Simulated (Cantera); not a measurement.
Feed: 1 mol FeS, 42 mol H₂, 16 mol N₂, held at 1 atm.

Equilibrium computed with Cantera from the NASA thermochemical tables; the gas is ideal and each condensed phase is pure. Candidate condensed phases: Fe, FeS, FeS₂, S; 16 gas species. Mutual solubility and eutectic melting of coexisting phases are not modelled. FeS: taken at fixed stoichiometry. The numbers say what is thermodynamically allowed, not how fast it happens.

At 1073 K, list the 4 most abundant gas species with their mole fractions, and the condensed phases.

H₂ 0.723, N₂ 0.276, H₂S 0.00137, NH₃ 0.000121. Condensed: Fe(α) + FeS(s).
